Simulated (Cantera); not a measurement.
Feed: 1 mol Al(CH3)3, 130 mol NH3, 930 mol H2, 2.5 mol N2, at 0.133 bar.

Method: chemical equilibrium by Gibbs-energy minimisation in Cantera with the NASA 1993 tables (ideal gas, pure condensed phases). Candidate condensed phases: Al, AlN, C, C6H6, C7H8, C8H18; 97 gas species. The feed counts by its element totals alone. Rates play no part.

Task: Which condensed phases are stable at each of these points (T (K)): 1048, 1098, 1148, 1198, 1248, 1298, 1348, 1398, 1448, 1498, 1548?

Result: 
```csv
T (K),condensed phases,Al condensed (%)
1048,AlN(s),100.0
1098,AlN(s),100.0
1148,AlN(s),100.0
1198,AlN(s) + C(graphite),100.0
1248,AlN(s) + C(graphite),100.0
1298,AlN(s) + C(graphite),100.0
1348,AlN(s) + C(graphite),100.0
1398,AlN(s) + C(graphite),100.0
1448,AlN(s) + C(graphite),100.0
1498,AlN(s) + C(graphite),100.0
1548,AlN(s) + C(graphite),100.0
```

From 1048 K to 1148 K the condensed part is AlN(s). From 1198 K to 1548 K the condensed part is AlN(s) + C(graphite).
